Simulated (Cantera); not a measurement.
What does this Cantera script print?

```python
import numpy as np
import cantera as ct

gas_names = """
    C CO CO2 C2 C2O C3 C3O2 C4 C5 Mg MgO Mg2 O O2 O3
""".split()
cond_names = """
    C(gr) Mg(cr) Mg(L) MgCO3(s) MgO(s) MgO(L)
""".split()


# ... load() reads the species with a 1 bar reference pressure and builds the phases ...
atoms = {
    'MgCO3': {'Mg': 1, 'C': 1, 'O': 3},
    'C': {'C': 1},
    'CO2': {'C': 1, 'O': 2},
}
top_T = {'C(gr)': 4500}  # K; cautious upper limits of use, not melting points


# ... equilibrate(T, P, feed) seeds the gas with the atoms and calls Mixture.equilibrate('TP', solver="vcs", rtol=1e-11, max_steps=5000) ...
results = []
feed = {'MgCO3': 1, 'C': 0.036, 'CO2': 0.41}  # mol
T = 1200  # K
P = 1333.22  # Pa
mix = equilibrate(T, P, feed)
results.append((T, P, feed, dict(zip(mix.species_names, mix.species_moles))))
print(gas.report(threshold=1e-06))
for i in range(1, mix.n_phases):
    print(f"{mix.phase(i).name:16s} {mix.phase_moles(i):12.5e} mol")
```

Output:

```
       temperature   1200 K
          pressure   1333.2 Pa
           density   0.0057742 kg/m^3
  mean mol. weight   43.212 kg/kmol
   phase of matter   gas

                          1 kg             1 kmol
                     ---------------   ---------------
          enthalpy       -7.7702e+06       -3.3577e+08  J
   internal energy       -8.0011e+06       -3.4575e+08  J
           entropy            7288.9        3.1497e+05  J/K
    Gibbs function       -1.6517e+07       -7.1374e+08  J
 heat capacity c_p            1273.4             55027  J/K
 heat capacity c_v              1081             46713  J/K

                      mass frac. Y      mole frac. X     chem. pot. / RT
                     ---------------   ---------------   ---------------
                CO          0.032275          0.049793           -44.494
               CO2           0.96772           0.95021           -72.953
     [  +13 minor]        6.4819e-12        9.1062e-12

C(gr)             0.00000e+00 mol
Mg(L)             0.00000e+00 mol
MgO(s)            1.00000e+00 mol
```

Method: chemical equilibrium by Gibbs-energy minimisation in Cantera with the NASA 1993 tables (ideal gas, pure condensed phases).
